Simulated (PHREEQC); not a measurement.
4.1 g of hydrous ferric oxide (600 m²/g; 0.2 weak and 0.005 strong sites per Fe, Dzombak-Morel constants, diffuse double layer) in 1 kg of water with 0.01 mol/kgw of an inert sodium salt and 1.2e-05 mol/kgw MnCl2, at 25 °C; the pH is set by adding NaOH or the inert anion's acid. The system is closed to oxygen. The system is closed to CO2. Precipitation was switched off in this run.

Equilibrium calculation in PHREEQC: ion-association model, wateq4f.dat.

| pH | Mn sorbed (%) | surface charge σ (C/m²) | surface potential ψ (mV) |
|---|---|---|---|
| 3 | 0.0 | 0.334 | 197 |
| 3.67 | 0.0 | 0.269 | 189 |
| 4.33 | 0.1 | 0.189 | 173 |
| 5 | 1.1 | 0.118 | 151 |
| 5.67 | 14.1 | 0.069 | 124 |
| 6.33 | 71.3 | 0.037 | 94 |
| 7 | 97.8 | 0.017 | 61 |
| 7.67 | 99.9 | 0.006 | 24 |
| 8.33 | 100.0 | -0.003 | -12 |
| 9 | 100.0 | -0.013 | -49 |
| 9.67 | 100.0 | -0.029 | -83 |
| 10.33 | 100.0 | -0.057 | -115 |
| 11 | 100.0 | -0.103 | -142 |

The oxide is taken as insoluble; below pH 4 it would dissolve.
